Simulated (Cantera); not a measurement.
Input: 1 mol SiH₄, 0.8 mol NH₃, 0.31 mol H₂, at 1548.15 K and 24.0 mbar.

Cantera equilibrium calculation (NASA polynomials, part measured and part estimated; ideal gas, pure solids and liquids). Candidate condensed phases: Si, Si₃N₄; 18 gas species. Mutual solubility and eutectic melting of coexisting phases are not modelled. Rates play no part.

Base state: H₂ 0.995, N₂ 0.00494, H 0.000199 (mole fractions); condensed: Si(s) + Si₃N₄(s).

### Question
What changes in the equilibrium state with this change: NH₃ from 0.8 to 4.6 mol?

### Answer
```csv
species,before,after
H₂,0.995,0.849
N₂,0.00494,0.151
H,0.000199,0.000183
"Si(s), mol",0.426,0
"Si₃N₄(s), mol",0.191,0.333
```
